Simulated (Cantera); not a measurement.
Charge: 1 mol C2H5OH, 0.024 mol NH3, 3.1 mol N2, held at 2973.15 K and 35.0 bar.

Method: chemical equilibrium by Gibbs-energy minimisation in Cantera with the NASA 1993 tables (ideal gas, pure condensed phases). Candidate condensed phases: C, C6H6, C7H8, C8H18, H2O; 136 gas species. The ideal-gas law is rough above about 30 bar. Rates play no part.

Problem. What is the equilibrium state?

Solution. 
- x(N2): 0.390
- x(H2): 0.351
- x(CO): 0.139
- x(HCN): 0.0706
- x(C2H2 (acetylene)): 0.0202
- x(H): 0.0145
- x(HNC): 0.0130
- x(C4H2): 0.000484
- x(CH4): 0.000345
- n(C(graphite)): 0.0772 mol
- gas amount: 7.197 mol
